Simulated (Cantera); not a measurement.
What does this Cantera script print?

```python
import numpy as np
import cantera as ct

gas = ct.Solution("gri30.yaml")
gas.TPX = 1600, 101325, {'CO': 1, 'H2': 0.75, 'CH4': 0.22, 'O2': 0.877, 'N2': 3.3}
reactor = ct.IdealGasReactor(gas, energy="on", clone=False)
net = ct.ReactorNet([reactor])
net.rtol, net.atol = 1e-08, 1e-16
show = ['CO', 'H2', 'CH4', 'O', 'H2O', 'NO2', 'C2H2']
times = np.geomspace(4e-06, 1, 13)

steps = ct.SolutionArray(gas, extra=["t"])
rows = []
print(f"{'t/s':>10s}{'T/K':>9s}{'P/Pa':>11s}" + "".join(f"{s:>11s}" for s in show))
for t in times:
    while net.time < t:
        t_next = net.step()
        steps.append(gas.state, t=t_next)
    rows.append([np.interp(t, steps.t, y) for y in (steps.T, steps.P, *steps(*show).X.T)])
    print(f"{t:10.3e}{rows[-1][0]:9.1f}{rows[-1][1]:11.4g}" + "".join(f"{x:11.3e}" for x in rows[-1][2:]))
rate = np.gradient(steps.T, steps.t)
print("integrator steps:", len(steps.t))
if steps.T.max() > steps.T[0] + 200:
    print(f"time of steepest temperature rise: {steps.t[rate.argmax()]:.4e} s")
gas.TPX = 1600, 101325, {'CO': 1, 'H2': 0.75, 'CH4': 0.22, 'O2': 0.877, 'N2': 3.3}
gas.equilibrate("UV")
print(f"equilibrium (UV): T = {gas.T:.1f} K  " + "  ".join(f"{s} {gas[s].X[0]:.3e}" for s in show))
```

Output:

```
       t/s      T/K       P/Pa         CO         H2        CH4          O        H2O        NO2       C2H2
 4.000e-06   1600.0  1.013e+05  1.627e-01  1.220e-01  3.578e-02  8.933e-07  8.452e-06  1.265e-18  4.707e-15
 1.127e-05   1600.4  1.014e+05  1.627e-01  1.217e-01  3.554e-02  2.312e-05  3.418e-04  5.067e-16  7.826e-11
 3.175e-05   2446.4  1.564e+05  1.422e-01  4.479e-02  1.517e-14  2.010e-02  1.075e-01  3.706e-09  1.036e-17
 8.944e-05   2906.6  1.801e+05  1.414e-01  4.147e-02  6.327e-14  1.050e-02  1.299e-01  1.521e-07  4.532e-16
 2.520e-04   2984.7  1.838e+05  1.410e-01  4.088e-02  1.344e-13  8.317e-03  1.346e-01  7.992e-07  1.148e-15
 7.099e-04   2977.6  1.834e+05  1.416e-01  4.148e-02  1.432e-13  7.802e-03  1.346e-01  1.386e-06  1.200e-15
 2.000e-03   2976.7  1.833e+05  1.417e-01  4.156e-02  1.444e-13  7.735e-03  1.346e-01  1.460e-06  1.206e-15
 5.635e-03   2976.7  1.833e+05  1.417e-01  4.156e-02  1.444e-13  7.735e-03  1.346e-01  1.460e-06  1.206e-15
 1.587e-02   2976.7  1.833e+05  1.417e-01  4.156e-02  1.444e-13  7.735e-03  1.346e-01  1.460e-06  1.206e-15
 4.472e-02   2976.7  1.833e+05  1.417e-01  4.156e-02  1.444e-13  7.735e-03  1.346e-01  1.460e-06  1.206e-15
 1.260e-01   2976.7  1.833e+05  1.417e-01  4.156e-02  1.444e-13  7.735e-03  1.346e-01  1.460e-06  1.206e-15
 3.550e-01   2976.7  1.833e+05  1.417e-01  4.156e-02  1.444e-13  7.735e-03  1.346e-01  1.460e-06  1.206e-15
 1.000e+00   2976.7  1.833e+05  1.417e-01  4.156e-02  1.444e-13  7.735e-03  1.346e-01  1.460e-06  1.206e-15
integrator steps: 1453
time of steepest temperature rise: 2.4684e-05 s
equilibrium (UV): T = 2976.7 K  CO 1.417e-01  H2 4.156e-02  CH4 1.827e-13  O 7.735e-03  H2O 1.346e-01  NO2 1.460e-06  C2H2 1.268e-15
```

Detailed kinetics in Cantera: GRI-Mech 3.0 (53 species, 325 reactions).
